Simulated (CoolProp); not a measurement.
Dodecamethylpentasiloxane (MD3M) along the isobar 0.874 MPa: Z from the reference equation and from simpler models built on Tc = 628.0 K, pc = 0.9540 MPa, ω = 0.730; each cubic takes its own stable root.

Computed with CoolProp (reference Helmholtz-energy equation of state, Thol 2019).

| T (K) | phase | reference | van der Waals | Soave-Redlich-Kwong | Peng-Robinson |
|---|---|---|---|---|---|
| 437.1 | liquid | 0.1261 | 0.2234 | 0.1418 | 0.1258 |
| 446 | liquid | 0.1252 | 0.2214 | 0.1406 | 0.1247 |
| 455 | liquid | 0.1244 | 0.2195 | 0.1395 | 0.1237 |
| 463.9 | liquid | 0.1237 | 0.2178 | 0.1386 | 0.1229 |
| 472.9 | liquid | 0.1231 | 0.2163 | 0.1379 | 0.1222 |
| 481.9 | liquid | 0.1226 | 0.2151 | 0.1373 | 0.1217 |
| 490.8 | liquid | 0.1222 | 0.2141 | 0.1370 | 0.1213 |
| 499.8 | liquid | 0.1220 | 0.2133 | 0.1369 | 0.1212 |
| 508.8 | liquid | 0.1218 | 0.2127 | 0.1369 | 0.1212 |
| 517.7 | liquid | 0.1219 | 0.2124 | 0.1372 | 0.1215 |
| 526.7 | liquid | 0.1220 | 0.2125 | 0.1378 | 0.1220 |
| 535.6 | liquid | 0.1224 | 0.2128 | 0.1387 | 0.1227 |
| 544.6 | liquid | 0.1229 | 0.2136 | 0.1400 | 0.1239 |
| 553.6 | liquid | 0.1237 | 0.2148 | 0.1417 | 0.1254 |
